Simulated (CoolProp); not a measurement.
Saturated liquid density (kg/m³) of isobutene: the reference equation beside estimates from Tc = 144.9 °C, pc = 4.016 MPa, ω = 0.193.

Model: reference Helmholtz-energy equation of state, Lemmon 2005, in CoolProp. It is a short technical equation, of lower accuracy than the large ones.

| T (°C) | reference | van der Waals | Redlich-Kwong |
|---|---|---|---|
| -33.75 | 656.0 | … | 600.6 |
| -14.45 | 634.9 | … | 579.2 |
| 4.85 | 612.8 | 380.9 | 555.7 |
| 24.05 | 589.6 | 366.4 | 530.1 |
| 43.35 | 564.6 | … | 501.6 |
| 62.65 | 537.1 | 332.8 | 469.7 |
| 81.85 | 506.2 | … | 433.7 |
| 101.15 | 469.5 | 289.1 | 391.3 |

**Question.** Complete the blanks.

**Answer.** 
- -33.75, van der Waals: 406.8
- -14.45, van der Waals: 394.3
- 43.35, van der Waals: 350.5
- 81.85, van der Waals: 312.8

Absolute difference from the reference over all 8 rows, mean and median: van der Waals 38.0 and 38.0 %, Redlich-Kwong 11.4 and 10.6 %.
